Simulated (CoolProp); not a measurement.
Vapour-liquid equilibrium of propane (1) + neopentane (2) at 285.4 K; x and y are mole fractions of (1).

Model: multi-fluid Helmholtz-energy mixture model, Lemmon 2009 and Lemmon 2006; pair parameters Bell 2016, in CoolProp.

```csv
x,"bubble pressure, mixture model (kPa)","bubble pressure, Raoult's law (kPa)","y, mixture model","y, Raoult's law"
0.05,125.5,140.1,0.148,0.242
0.125,146.4,182.5,0.322,0.464
0.2,168.8,225.0,0.459,0.603
0.275,194.0,267.5,0.573,0.697
0.35,223.1,310.0,0.670,0.766
0.425,256.9,352.5,0.751,0.818
0.5,296.4,394.9,0.818,0.859
0.575,342.2,437.4,0.871,0.891
0.65,394.2,479.9,0.913,0.918
0.725,451.9,522.4,0.945,0.941
0.8,513.8,564.8,0.968,0.960
0.875,577.4,607.3,0.984,0.977
0.95,639.5,649.8,0.995,0.991
```

The largest gap from Raoult's law is -28.0 % in bubble pressure, at x = 0.35. No azeotrope shows between x = 0.05 and 0.95.

The pair parameters rest on a limited set of measurements; away from them the model extrapolates.
